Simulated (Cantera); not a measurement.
Input: 1 mol AlN, 0.5 mol Cl2, 2.4 mol O2, equilibrated at 1375 K and 10.0 mbar.

These are equilibrium values from Cantera (NASA tables, ideal gas, pure condensed phases), not measurements of a reactor. Candidate condensed phases: Al, AlCl3, AlN, Al2O3; 24 gas species. Equilibrium is a limit: real reactors are often held back by kinetics, nucleation or transport.

Base state: O2 0.595, N2 0.180, Cl2 0.137, Cl 0.0865, NO 0.000506, ClO 0.000195, AlCl3 1.64e-5 (mole fractions); condensed: Al2O3(s).

**Question.** What changes in the equilibrium state with this change: temperature from 1375 K to 1698.15 K?

**Answer.** 
```tsv
species	before	after
O2	0.595	0.534
Cl	0.0865	0.280
N2	0.180	0.161
Cl2	0.137	0.0217
AlCl3	1.64e-5	6.35e-5
O	4.91e-6	0.000320
NO	0.000506	0.00208
Al2O3(s), mol	0.500	0.500
```
